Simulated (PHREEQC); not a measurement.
Dissolve 0.0023 mol/kgw NaHCO3, 0.00018 mol/kgw Na2SO4 and 0.0026 mol/kgw KCl at 20 °C. Closed to the air; pH follows from the charge balance.

Equilibrium calculation in PHREEQC: ion-association model, phreeqc.dat.

```
quantity                   before    after
------------------------  -------  -------
pH                           8.29     8.26
ionic strength (mol/kgw)  0.00545   0.0158
CO2 (mol/kgw)             2.55e-5  2.65e-5
CO3-2 (mol/kgw)           2.34e-5  2.45e-5
NaCO3- (mol/kgw)          6.60e-7  5.81e-7
```

Q: What was changed between the two runs?
(A) KCl left out
(B) diluted 5-fold with water
(C) temperature from 20 to 35 °C
(D) diluted 10-fold with water
(E) KCl from 0.0026 to 0.013 mol/kgw

A: E, KCl from 0.0026 to 0.013 mol/kgw

Precipitation was switched off in this run.
